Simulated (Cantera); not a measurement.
A closed system holds: 1 mol Al, 0.78 mol HCl, 7.2 mol H2, at 1873.15 K and 0.00200 bar.

Method: chemical equilibrium by Gibbs-energy minimisation in Cantera with the NASA 1993 tables (ideal gas, pure condensed phases). Candidate condensed phases: Al, AlCl3; 12 gas species. The tables' values for AlCl2 are old estimates; treat these amounts as uncertain. Rates play no part.

Base state: H2 0.870, AlCl 0.0895, Al 0.0257, H 0.0135, HCl 0.000677, AlH 0.000404, AlCl2 2.10e-5 (mole fractions); condensed: gas only.

Question: What changes in the equilibrium state with this change: HCl from 0.78 to 2 mol?

Answer: 
| species | before | after |
|---|---|---|
| H2 | 0.870 | 0.786 |
| AlCl | 0.0895 | 0.0986 |
| HCl | 0.000677 | 0.0974 |
| Al | 0.0257 | 0.000187 |
| H | 0.0135 | 0.0128 |
| AlCl3 | 1.26e-8 | 0.000319 |
| AlCl2 | 2.10e-5 | 0.00350 |
